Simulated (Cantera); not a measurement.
**Transport properties of process gases**

Gas mixture: 66.7 % NO, 33.3 % CO₂, at 5100 Torr, frozen composition.

Cantera's kinetic-theory transport with the Lennard-Jones parameters of GRI-Mech 3.0, ideal gas; thermal conductivity in the mixture-averaged form. The composition is frozen, though it would react at the higher temperatures.

```
T (K)  ρ (kg/m³)  cp (J/kg/K)  μ (µPa s)  λ (mW/m/K)     Pr  D (cm²/s) CH₃  D (cm²/s) CO₂  D (cm²/s) OH
-----  ---------  -----------  ---------  ----------  -----  -------------  -------------  ------------
400         7.09        972.9       21.8        29.9  0.711         0.0509         0.0389        0.0713
550         5.16         1036       27.8        40.3  0.714         0.0890         0.0683         0.123
700         4.05         1093       33.1        50.3  0.718          0.135          0.104         0.186
850         3.34         1139       37.9        59.8  0.721          0.188          0.144         0.257
1000        2.84         1176       42.3        68.8  0.723          0.247          0.190         0.338
1150        2.47         1202       46.5        77.4  0.722          0.312          0.240         0.426
1300        2.18         1224       50.4        85.5  0.722          0.383          0.295         0.523
```
D: mixture-averaged diffusion coefficient of that species in the mixture.
